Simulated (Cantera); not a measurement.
A perfectly stirred reactor is fed with CH4 : O2 : N2 = 1 : 3.51 : 31.9 (molar parts), at 9.87 atm; it is adiabatic with a 425 K inlet, and is followed from long to short residence time, starting on the burning branch (τ in s: 0.39, 0.18, 0.08, 0.036, 0.016, 0.0074, 0.0033, 0.0015, 0.00068, 0.00031, 0.00014, 6.4e-05).

Cantera simulation using GRI-Mech 3.0 (53 species, 325 reactions); the numbers are that mechanism's predictions, not measurements.

Q: What does this change do: N2 31.9 to 21 parts?

A: 
```
quantity                                                                           before                               after
------------------------------------------------  ---------------------------------------  ----------------------------------
state                                             not burning at any residence time tried                         not reached
x(CH4) at τ = 0.390 s                                                              0.0275                             6.21e-5
x(O2) at τ = 0.390 s                                                               0.0964                              0.0595
x(NO) at τ = 0.390 s                                                               <1e-12                             5.37e-8
x(C2H) at τ = 0.390 s                                                              <1e-12                              <1e-12
x(CO2) at τ = 0.390 s                                                              <1e-12                              0.0387
x(CH4) at τ = 3.30 ms                                                              0.0275                              0.0392
x(O2) at τ = 3.30 ms                                                               0.0964                               0.138
x(NO) at τ = 3.30 ms                                                               <1e-12                              <1e-12
x(C2H) at τ = 3.30 ms                                                              <1e-12                              <1e-12
x(CO2) at τ = 3.30 ms                                                              <1e-12                              <1e-12
blow-out, bracketed by the residence times tried                              not reached  burning at 36.0 ms, out at 16.0 ms
```
